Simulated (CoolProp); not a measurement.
Vapour-liquid equilibrium of methane (1) + ethylene (2) at 106 kPa; x and y are mole fractions of (1).

Model: multi-fluid Helmholtz-energy mixture model, Setzmann 1991 and Smukala 2000; pair parameters Bell 2016, in CoolProp.

| x | bubble temperature (°C) | y at the bubble point | dew temperature at overall composition x (°C) | liquid density (mol/L) |
|---|---|---|---|---|
| 0.05 | -121.2 | 0.707 | -103.9 | 21.23 |
| 0.125 | -136.6 | 0.925 | -105.2 | 22.20 |
| 0.2 | -144.2 | 0.968 | -106.7 | 22.81 |
| 0.275 | -148.6 | 0.982 | -108.3 | 23.28 |
| 0.35 | -151.4 | 0.988 | -110.0 | 23.67 |
| 0.425 | -153.4 | 0.991 | -111.8 | 24.02 |
| 0.5 | -154.8 | 0.993 | -113.9 | 24.35 |
| 0.575 | -156.0 | 0.995 | -116.2 | 24.66 |
| 0.65 | -156.9 | 0.996 | -118.9 | 24.96 |
| 0.725 | -157.8 | 0.997 | -122.0 | 25.25 |
| 0.8 | -158.6 | 0.998 | -125.9 | 25.53 |
| 0.875 | -159.4 | 0.998 | -131.3 | 25.81 |
| 0.95 | -160.3 | 0.999 | -140.4 | 26.09 |

No azeotrope shows between x = 0.05 and 0.95.

Pair parameters are fitted to limited data, so mixtures are less certain than the pure fluids. With so large a gap from Raoult's law the liquid may split in two, which this calculation doesn't test in full.
